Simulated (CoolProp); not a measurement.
A single-stage vapour-compression cycle with ethane: evaporating at 257.15 K (dew point), condensing at 289.15 K (bubble point), superheat 0 K, subcooling 0 K, compressor efficiency 0.9, no pressure losses. Each further row changes one setting.

The numbers come from the reference Helmholtz-energy equation of state, Bücker 2006 in CoolProp.

| case | cooling COP | pressure ratio | discharge temperature (K) | refrigerating effect (kJ/kg) | volumetric capacity (kJ/m³) |
|---|---|---|---|---|---|
| as stated | 4.93 | 2.18 | 305.5 | 240 | 6970 |
| evaporating temperature 262.15 K | 6.10 | 1.91 | 302.9 | 241 | 8100 |
| condensing temperature 284.15 K | 6.28 | 1.95 | 298.2 | 260 | 7570 |
| subcooling 5 K | 5.39 | 2.18 | 305.5 | 262 | 7620 |
| superheat 10 K | 4.95 | 2.18 | 315.3 | 262 | 7020 |
| compressor efficiency 0.8 | 4.39 | 2.18 | 307.7 | 240 | 6970 |
